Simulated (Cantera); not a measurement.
Input: 1 mol SiH2Cl2, 0.64 mol H2O, 27 mol N2, at 750 Torr.

Cantera equilibrium calculation (NASA polynomials, part measured and part estimated; ideal gas, pure solids and liquids). Candidate condensed phases: H2O, NH4Cl, Si, SiO2, Si2N2O, Si3N4; 47 gas species. N2 is the only nitrogen source here; it is nearly inert below about 1500 K, so the nitride shown seldom forms there in practice. Mutual solubility and eutectic melting of coexisting phases are not modelled. The tables hold silica as quartz up to 1696 K and as liquid above; real silica turns to tridymite and cristobalite and melts near 1996 K. Rates play no part.

Q: At 1200 K, list the 4 most abundant gas species with their mole fractions, and the condensed phases.

A: N2 0.910, HCl 0.0684, H2 0.0220, SiCl4 2.31e-5. Condensed: SiO2(β-quartz) + Si2N2O(s).
